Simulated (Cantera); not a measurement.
A closed system holds: 1 mol FeCl₃, 0.44 mol O₂, 37 mol H₂, held at 1600 K and 1.00 Torr.

Equilibrium computed with Cantera from the NASA thermochemical tables; the gas is ideal and each condensed phase is pure. Candidate condensed phases: Fe, FeCl₂, FeCl₃, FeO, Fe(OH)₂, Fe(OH)₃, Fe₂O₃, Fe₃O₄, H₂O; 22 gas species. The numbers say what is thermodynamically allowed, not how fast it happens.

Base state: H₂ 0.902, HCl 0.0685, H₂O 0.0228, FeCl₂ 0.00461, H 0.00141, Fe 0.000822, Cl 8.49e-5 (mole fractions); condensed: Fe(γ).

Question: What changes in the equilibrium state with this change: temperature from 1600 K to 2223 K?

Answer: 
| species | before | after |
|---|---|---|
| H₂ | 0.902 | 0.736 |
| H | 0.00141 | 0.151 |
| HCl | 0.0685 | 0.0607 |
| Fe | 0.000822 | 0.0232 |
| H₂O | 0.0228 | 0.0198 |
| O | 1.83e-9 | 8.30e-5 |
| OH | 1.40e-6 | 0.000585 |
| Fe(γ), mol | 0.790 | 0 |

Question: What changes in the equilibrium state with this change: pressure from 1.00 Torr to 100 Torr?

Answer: 
| species | before | after |
|---|---|---|
| H₂ | 0.902 | 0.904 |
| HCl | 0.0685 | 0.0687 |
| H₂O | 0.0228 | 0.0229 |
| H | 0.00141 | 0.000142 |
| Fe | 0.000822 | 8.22e-6 |
| FeCl₂ | 0.00461 | 0.00462 |
| Cl | 8.49e-5 | 8.51e-6 |
| Fe(γ), mol | 0.790 | 0.822 |
